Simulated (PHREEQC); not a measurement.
HNO3 is added in steps, without added water, to 1 kg of water holding 0.037 mol KH2PO4, 0.0003 mol HCl and 0.0039 mol H3AsO4, at 35 °C. Oxygen alone is held at its pressure in air (log pO2 = -0.68). No CO2 enters from the air. No solid was allowed to form.

Base run: PHREEQC, ion-association model, wateq4f.dat. Each further column changes one thing. The table gives H3AsO4 (mol/kgw).

```csv
HNO3 added (mol),base,Debye-Hückel limiting law,Davies equation for every ion,metal-ligand complexes left out,all activity coefficients set to 1
0,0.000411,0.000406,0.000410,0.000411,0.000437
0.007,0.00102,0.00101,0.00102,0.00102,0.00109
0.0105,0.00130,0.00127,0.00129,0.00130,0.00139
0.0175,0.00178,0.00174,0.00177,0.00178,0.00191
0.0245,0.00218,0.00212,0.00217,0.00218,0.00234
0.028,0.00235,0.00228,0.00234,0.00235,0.00252
0.035,0.00264,0.00255,0.00262,0.00264,0.00282
0.042,0.00285,0.00276,0.00283,0.00285,0.00305
0.0455,0.00294,0.00285,0.00292,0.00294,0.00313
0.0525,0.00309,0.00299,0.00307,0.00309,0.00328
0.0595,0.00320,0.00310,0.00318,0.00320,0.00338
0.063,0.00325,0.00314,0.00323,0.00325,0.00342
0.07,0.00332,0.00322,0.00330,0.00332,0.00349
```

H3PO4, which wateq4f.dat lacks, is added to it with the constant of phreeqc.dat.
